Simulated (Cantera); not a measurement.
**Premixed flame**

A freely propagating, adiabatic, planar premixed flame of 27.4 % H₂, 15.2 % O₂, 57.3 % N₂, equivalence ratio 0.90, unburnt at 600 K and 101000 Pa; mixture-averaged transport, grid criteria slope 0.08 and curve 0.16, no radiation.

Model: the H2/O2 subset of GRI-Mech 3.0, which has no nitrogen chemistry, integrated in Cantera. Burning velocities carry a grid error of a few per cent, more on coarse grids.

```
z (mm)  T (K)  u (m/s)    x H₂    x O₂     x H₂O      x H   x H₂O₂       x O
------  -----  -------  ------  ------  --------  -------  -------  --------
-1.38     600     6.89   0.274   0.152     <1e-8    <1e-8    <1e-8     <1e-8
-0.918    600     6.89   0.274   0.152     <1e-8    <1e-8    <1e-8     <1e-8
-0.689    600     6.89   0.274   0.152     <1e-8    <1e-8    <1e-8     <1e-8
-0.459    600     6.89   0.274   0.153   1.38e-7  1.78e-8    <1e-8     <1e-8
-0.230    610     6.98   0.271   0.153  0.000422  8.99e-5  2.53e-6   5.18e-6
-0.115    791     8.85   0.241   0.149    0.0161  0.00456  1.58e-5  0.000281
0        1228     13.3   0.139   0.111    0.0998   0.0325  6.14e-6   0.00564
0.115    1552     16.5  0.0560  0.0559     0.196   0.0509  3.29e-6    0.0133
0.230    1708     18.1  0.0400  0.0410     0.221   0.0463  1.86e-6    0.0144
0.459    1871     19.6  0.0366  0.0357     0.234   0.0348  9.69e-7    0.0126
0.918    2035     21.0  0.0329  0.0318     0.247   0.0234  5.45e-7   0.00973
1.84     2188     22.4  0.0273  0.0280     0.262   0.0142  3.57e-7   0.00680
3.67     2317     23.5  0.0205  0.0246     0.276  0.00765  2.75e-7   0.00432
```
x: mole fraction of selected species; z is measured from the peak of heat release.

```yaml
laminar_burning_velocity: 689 cm/s
thermal_thickness: 0.459 mm
peak x(H): 0.0510
peak x(H₂O₂): 1.58e-5
peak x(O): 0.0145
grid_points: 129
```
